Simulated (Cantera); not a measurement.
Feed: 1 mol MgO, 0.27 mol Cl2, 0.59 mol H2, held at 900 K and 100000 Pa.

Cantera equilibrium calculation (NASA polynomials, part measured and part estimated; ideal gas, pure solids and liquids). Candidate condensed phases: H2O, Mg, MgCl2, MgO, Mg(OH)2; 22 gas species. Condensed phases not in the tables: MgOHCl. The numbers say what is thermodynamically allowed, not how fast it happens.

Base state: HCl 0.515, H2 0.403, H2O 0.0821 (mole fractions); condensed: MgCl2(s) + MgO(s).

Q: What changes in the equilibrium state with this change: MgO replaced by AlN?

A: 
```json
[
 {"species": "H2", "before": "0.403", "after": "0.626"},
 {"species": "AlCl3", "before": "0", "after": "0.147"},
 {"species": "HCl", "before": "0.515", "after": "0.134"},
 {"species": "N2", "before": "0", "after": "0.0833"},
 {"species": "H2O", "before": "0.0821", "after": "0"},
 {"species": "Al2Cl6", "before": "0", "after": "0.0101"},
 {"species": "NH3", "before": "0", "after": "0.000173"},
 {"species": "MgCl2(s), mol", "before": "0.0653", "after": "0"},
 {"species": "MgO(s), mol", "before": "0.935", "after": "0"},
 {"species": "AlN(s), mol", "before": "0", "after": "0.858"}
]
```
Further candidate phases: Al, AlCl3, AlN, NH4Cl.

Q: What changes in the equilibrium state with this change: Cl2 from 0.27 to 0.19 mol?

A: 
```json
[
 {"species": "H2", "before": "0.403", "after": "0.539"},
 {"species": "HCl", "before": "0.515", "after": "0.409"},
 {"species": "H2O", "before": "0.0821", "after": "0.0517"},
 {"species": "MgCl2(s), mol", "before": "0.0653", "after": "0.0384"},
 {"species": "MgO(s), mol", "before": "0.935", "after": "0.962"}
]
```
